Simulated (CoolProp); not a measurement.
Vapour-liquid equilibrium of dimethyl carbonate (1) + n-heptane (2) at 447.8 K; x and y are mole fractions of (1).

Model: multi-fluid Helmholtz-energy mixture model, Zhou 2011 and Span 2003; pair parameters Bell 2016, in CoolProp.

Question: Give the bubble pressure and the first vapour's composition at x = 0.05, 0.25, 0.45. Is there an azeotrope?

Answer: x = 0.05: 6.793 bar, y = 0.116; x = 0.25: 8.501 bar, y = 0.392; x = 0.45: 9.346 bar, y = 0.541. y crosses x between x = 0.65 and 0.75: the model has an azeotrope there.

Pair parameters are fitted to limited data, so mixtures are less certain than the pure fluids.
